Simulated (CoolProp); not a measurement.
50 sccm (0 °C, 1 atm) of nitrogen bubbles through liquid octamethyltrisiloxane (MDM) at 331 K and leaves saturated at a total pressure of 0.0474 MPa (ideal gas phase). Each further row changes one setting.

Computed with CoolProp (reference Helmholtz-energy equation of state, Thol 2017).

| case | vapour pressure (kPa) | mole fraction of vapour | delivery (mg/min) | delivery (sccm) | change of delivery for a bath 1 K warmer (%) |
|---|---|---|---|---|---|
| as stated | 3.28 | (withheld) | (withheld) | 3.72 | (withheld) |
| bath temperature 336 K | 4.19 | 0.0884 | (withheld) | (withheld) | 5.4 |
| total pressure 0.0948 MPa | 3.28 | (withheld) | 18.9 | (withheld) | (withheld) |

Q: Fill in the missing entries.

A: 
- as stated, mole fraction of vapour: 0.0692
- as stated, delivery (mg/min): 39.2
- as stated, change of delivery for a bath 1 K warmer (%): 5.5
- bath temperature 336 K, delivery (mg/min): 51.2
- bath temperature 336 K, delivery (sccm): 4.85
- total pressure 0.0948 MPa, mole fraction of vapour: 0.0346
- total pressure 0.0948 MPa, delivery (sccm): 1.79
- total pressure 0.0948 MPa, change of delivery for a bath 1 K warmer (%): 5.3
